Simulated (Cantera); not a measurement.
Feed: 1 mol Al, 0.99 mol O2, 14 mol H2, at 0.0360 bar.

Method: chemical equilibrium by Gibbs-energy minimisation in Cantera with the NASA 1993 tables (ideal gas, pure condensed phases). Candidate condensed phases: Al, Al2O3, H2O; 19 gas species. Rates play no part. All values below are at 1302 °C.

Base state: H2 0.966, H2O 0.0343, H 0.000215 (mole fractions); condensed: Al2O3(s).

### Question
What changes in the equilibrium state with this change: pressure from 0.0360 bar to 0.00133 bar?

### Answer
| species | before | after |
|---|---|---|
| H2 | 0.966 | 0.965 |
| H2O | 0.0343 | 0.0343 |
| H | 0.000215 | 0.00112 |
| Al2O3(s), mol | 0.500 | 0.500 |
